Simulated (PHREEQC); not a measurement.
Solution (20 °C): 0.32 mol Ni(NO3)2, 0.0062 mol KCl and 0.027 mol MnSO4 per kg of water. Closed to the air; pH follows from the charge balance.

Model: ion-association model, wateq4f.dat, run in PHREEQC.

Task: The ionic strength comes out as 0.986 mol/kgw. What activity coefficients do NO3-, Ni(SO4)2-2, NiCl+, Ni+2, Cl- get?

Result: NO3- 0.56, Ni(SO4)2-2 0.39, NiCl+ 0.79, Ni+2 0.39, Cl- 0.60.

This is a speciation only: nothing precipitates in the calculation. Caution: at this ionic strength the ion-association model is outside its range; a Pitzer model would be the better tool where its parameters exist. Species that the database lacks are ignored.
